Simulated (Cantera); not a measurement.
Input: 1 mol MgCO₃, 3.8 mol H₂O, 1.4 mol O₂, at 1.00 Torr.

These are equilibrium values from Cantera (NASA tables, ideal gas, pure condensed phases), not measurements of a reactor. Candidate condensed phases: C, C₆H₆, C₇H₈, C₈H₁₈, H₂O, Mg, MgCO₃, MgO, Mg(OH)₂; 116 gas species. The numbers say what is thermodynamically allowed, not how fast it happens.

x: gas mole fraction; n: condensed amount in mol.

```csv
T (K),x H₂O,x O₂,x CO₂,x OH,x CO,n MgO(s)
848,0.613,0.226,0.161,4.58e-8,1.27e-12,1.00
948,0.613,0.226,0.161,5.19e-7,8.77e-11,1.00
1048,0.613,0.226,0.161,3.71e-6,2.68e-9,1.00
1148,0.613,0.226,0.161,1.89e-5,4.51e-8,1.00
1248,0.613,0.226,0.161,…,…,1.00
1348,0.613,0.226,0.161,0.000237,3.59e-6,1.00
1448,0.612,0.226,0.161,…,…,1.00
1548,0.612,0.225,0.161,0.00155,9.13e-5,1.000
1648,0.610,0.225,0.161,0.00332,0.000341,1.000
1748,0.606,0.224,0.160,0.00653,0.00109,1.000
1848,0.599,0.223,0.157,0.0119,0.00304,1.000
1948,0.585,0.222,0.151,0.0202,0.00744,0.999
```

Task: What belongs in the gaps?

Result: 
- 1448, x OH: 0.000645
- 1448, x CO: 2.03e-5
- 1248, x OH: 7.39e-5
- 1248, x CO: 4.80e-7
